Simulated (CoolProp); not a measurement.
The fluid at 386.89 K and 0.0882 MPa is throttled through a valve to 0.0555 MPa with no heat exchange. The same conditions are run with several fluids, on thermodynamics alone (safety and materials aside).

Model: reference Helmholtz-energy equation of state of each fluid (water: Wagner 2002; normal hydrogen: Leachman 2009; methanol: de Reuck 1993; neopentane: Lemmon 2006; ethylene: Smukala 2000), in CoolProp.

```
fluid            temperature change (K)  final density (kg/m³)
---------------  ----------------------  ---------------------
water                              -1.8                  0.315
normal hydrogen                    +0.0                 0.0348
methanol                           -1.6                  0.560
neopentane                         -0.3                   1.26
ethylene                           -0.2                  0.485
```
